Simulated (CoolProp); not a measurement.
Saturated liquid density (kg/m³) of n-decane: the reference equation beside estimates from Tc = 344.5 °C, pc = 2101 kPa, ω = 0.488. Rackett uses Z = 0.29056 − 0.08775 ω.

Computed with CoolProp (reference Helmholtz-energy equation of state, Lemmon 2006). It is a short technical equation, of lower accuracy than the large ones.

```json
[
 {"T (°C)": "196.75", "reference": "582.4", "Rackett": "594.1", "van der Waals": "313.6", "Redlich-Kwong": "448.3", "Soave-Redlich-Kwong": "487.7", "Peng-Robinson": "552.5"},
 {"T (°C)": "209.85", "reference": "569.3", "Rackett": "579.9", "van der Waals": "306.4", "Redlich-Kwong": "435.5", "Soave-Redlich-Kwong": "475.0", "Peng-Robinson": "538.4"},
 {"T (°C)": "223.05", "reference": "555.4", "Rackett": "564.9", "van der Waals": "298.8", "Redlich-Kwong": "421.8", "Soave-Redlich-Kwong": "461.1", "Peng-Robinson": "523.0"},
 {"T (°C)": "236.15", "reference": "540.8", "Rackett": "549.2", "van der Waals": "290.8", "Redlich-Kwong": "407.4", "Soave-Redlich-Kwong": "446.3", "Peng-Robinson": "506.3"},
 {"T (°C)": "249.35", "reference": "525.1", "Rackett": "532.5", "van der Waals": "282.3", "Redlich-Kwong": "391.9", "Soave-Redlich-Kwong": "430.0", "Peng-Robinson": "487.9"},
 {"T (°C)": "262.45", "reference": "508.3", "Rackett": "514.8", "van der Waals": "273.1", "Redlich-Kwong": "375.5", "Soave-Redlich-Kwong": "412.2", "Peng-Robinson": "467.7"},
 {"T (°C)": "275.65", "reference": "489.6", "Rackett": "495.4", "van der Waals": "263.1", "Redlich-Kwong": "357.5", "Soave-Redlich-Kwong": "392.4", "Peng-Robinson": "445.1"},
 {"T (°C)": "288.75", "reference": "468.9", "Rackett": "474.3", "van der Waals": "252.1", "Redlich-Kwong": "337.9", "Soave-Redlich-Kwong": "370.4", "Peng-Robinson": "419.6"},
 {"T (°C)": "301.95", "reference": "444.6", "Rackett": "450.2", "van der Waals": "239.7", "Redlich-Kwong": "315.9", "Soave-Redlich-Kwong": "345.1", "Peng-Robinson": "390.1"}
]
```

Absolute difference from the reference over all 9 rows, mean and median: Rackett 1.5 and 1.4 %, van der Waals 46.2 and 46.2 %, Redlich-Kwong 25.6 and 25.4 %, Soave-Redlich-Kwong 18.6 and 18.1 %, Peng-Robinson 7.7 and 7.1 %.
